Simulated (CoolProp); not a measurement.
Saturated liquid density (kg/m³) of oxygen: the reference equation beside estimates from Tc = -118.6 °C, pc = 50.46 bar, ω = 0.022.

The numbers come from the reference Helmholtz-energy equation of state, Schmidt 1985 in CoolProp.

| T (°C) | reference | van der Waals | Redlich-Kwong | Peng-Robinson |
|---|---|---|---|---|
| -165.25 | 1048 | 718.3 | 1042 | 1169 |
| -160.85 | 1022 | 700.1 | 1009 | 1135 |
| -156.35 | 994.4 | 680.4 | 974.1 | 1096 |
| -151.95 | 965.9 | 659.7 | 937.0 | 1056 |
| -147.45 | 934.7 | 637.1 | 896.1 | 1011 |
| -143.05 | 901.7 | 613.0 | 852.8 | 962.8 |
| -138.55 | 864.5 | 585.9 | 804.0 | 907.9 |
| -134.15 | 823.4 | 556.2 | 750.8 | 847.1 |
| -129.65 | 774.1 | 521.0 | 688.4 | 774.8 |

Absolute difference from the reference over all 9 rows, mean and median: van der Waals 31.9 and 31.8 %, Redlich-Kwong 4.8 and 4.1 %, Peng-Robinson 7.2 and 8.2 %.
